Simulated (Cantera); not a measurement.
Gas activation for diamond growth

A perfectly stirred reactor is fed with 1.75 % CH4, 97.0 % H2, 1.26 % O2, equivalence ratio 41, at 0.133 bar; it is held at 2673 K, and followed from long to short residence time.

Detailed kinetics in Cantera: GRI-Mech 3.0 (53 species, 325 reactions).

```
τ (s)      x CH4   x H2     x O2    x C2H6    x CO2
------  --------  -----  -------  --------  -------
0.45     1.52e-6  0.849  1.42e-7    <1e-12  1.92e-5
0.26     2.74e-6  0.851  1.86e-7    <1e-12  1.93e-5
0.15     5.09e-6  0.853  2.67e-7  1.11e-12  1.93e-5
0.085    1.00e-5  0.858  4.23e-7  4.19e-12  1.94e-5
0.049    2.04e-5  0.865  7.17e-7  1.66e-11  1.96e-5
0.028    4.35e-5  0.875  1.32e-6  7.07e-11  2.00e-5
0.016    9.20e-5  0.886  2.57e-6  2.90e-10  2.08e-5
0.0092  0.000181  0.897  5.09e-6   1.02e-9  2.20e-5
```
x: mole fraction; the columns are a selection and need not sum to one.
